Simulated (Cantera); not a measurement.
Adiabatic ignition

An adiabatic, constant-volume homogeneous reactor starts with CH4 : H2 : O2 : N2 = 1 : 0.066 : 3.76 : 14.2 (molar parts), equivalence ratio 0.54, at 1075 K and 2.37 atm.

Cantera simulation using GRI-Mech 3.0 (53 species, 325 reactions); the numbers are that mechanism's predictions, not measurements.

```csv
t (s),T (K),P (bar),x CH4,x H2,x O2,x HCN,x NO,x CO2
9.00e-6,1075,2.40,0.0526,0.00347,0.198,<1e-12,<1e-12,<1e-12
1.93e-5,1075,2.40,0.0526,0.00347,0.198,<1e-12,<1e-12,<1e-12
4.15e-5,1075,2.40,0.0526,0.00347,0.198,<1e-12,<1e-12,<1e-12
8.92e-5,1075,2.40,0.0526,0.00347,0.198,<1e-12,<1e-12,<1e-12
0.000192,1075,2.40,0.0526,0.00347,0.198,<1e-12,<1e-12,<1e-12
0.000411,1075,2.40,0.0526,0.00347,0.198,<1e-12,<1e-12,<1e-12
0.000883,1075,2.40,0.0526,0.00347,0.198,<1e-12,<1e-12,<1e-12
0.00190,1075,2.40,0.0526,0.00347,0.198,<1e-12,<1e-12,1.86e-11
0.00408,1075,2.40,0.0525,0.00346,0.198,<1e-12,<1e-12,1.99e-9
0.00875,1076,2.40,0.0524,0.00344,0.198,<1e-12,<1e-12,4.42e-8
0.0188,1081,2.41,0.0519,0.00340,0.197,<1e-12,<1e-12,4.47e-7
0.0404,2424,5.42,<1e-12,0.000630,0.0857,2.26e-12,0.00799,0.0506
0.0867,2415,5.40,<1e-12,0.000609,0.0837,2.45e-12,0.0121,0.0507
0.186,2415,5.40,<1e-12,0.000609,0.0837,2.45e-12,0.0121,0.0507
0.400,2415,5.40,<1e-12,0.000609,0.0837,2.45e-12,0.0121,0.0507
```
x: mole fraction; the columns are a selection and need not sum to one.

```
Quantity                                                               Value
---------------------------------  -----------------------------------------
time of steepest temperature rise                                    30.3 ms
temperature at 0.400 s                                                2415 K
equilibrium temperature                                               2415 K
x(CH4) at 0.400 s                      <1e-12 (gas-phase equilibrium <1e-12)
x(H2) at 0.400 s                   0.000609 (gas-phase equilibrium 0.000609)
x(O2) at 0.400 s                       0.0837 (gas-phase equilibrium 0.0837)
```
